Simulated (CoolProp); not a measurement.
Sulfur dioxide at 319.81 K and 1.84 MPa is throttled through a valve to 0.51 MPa with no heat exchange. Each further row changes one setting.

The numbers come from the reference Helmholtz-energy equation of state, Gao 2016 in CoolProp.

```tsv
case	temperature change (K)	final phase	final density (kg/m³)
as stated	___	two-phase, vapour fraction 0.056	212
outlet pressure 0.153 MPa	___	two-phase, vapour fraction 0.173	25.5
outlet pressure 0.663 MPa	___	two-phase, vapour fraction 0.022	___
```

**Question.** Some entries are withheld; supply them.

**Answer.** 
- as stated, temperature change (K): -13.6
- outlet pressure 0.153 MPa, temperature change (K): -47.1
- outlet pressure 0.663 MPa, temperature change (K): -5.0
- outlet pressure 0.663 MPa, final density (kg/m³): 515
